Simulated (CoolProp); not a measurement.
Dodecamethylpentasiloxane (MD3M) at several states: Z from the reference equation and from simpler models built on Tc = 628.0 K, pc = 9.540 bar, ω = 0.730; each cubic takes its own stable root.

Values from CoolProp's reference Helmholtz-energy equation of state, Thol 2019.

```
T (K)  p (bar)   phase  reference  Redlich-Kwong  Peng-Robinson
-----  -------  ------  ---------  -------------  -------------
255.4     18.8  liquid     0.3731         0.4695         0.4031
427.2     8.88  liquid     0.1292         0.1593         0.1293
417.2     49.7  liquid     0.7196         0.8541         0.7178
```
